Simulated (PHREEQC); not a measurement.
Make-up at 29 °C: 150 mmol/kgw H3PO4, 0.058 mmol/kgw K2HPO4 and 7.2 mmol/kgw NiSO4. Closed to the air; pH follows from the charge balance.

Equilibrium calculation in PHREEQC: ion-association model, wateq4f.dat.

Task: The ionic strength comes out as 0.0531 mol/kgw. What activity coefficients do H+, Ni+2, SO4-2, H2PO4-, HSO4- get?

Result: H+ 0.85, Ni+2 0.44, SO4-2 0.45, H2PO4- 0.82, HSO4- 0.82.

No solid was allowed to form. Complexes and solids missing from the database can't appear. H3PO4, which wateq4f.dat lacks, is added to it with the constant of phreeqc.dat. The database has no phosphate complexes of Ni.
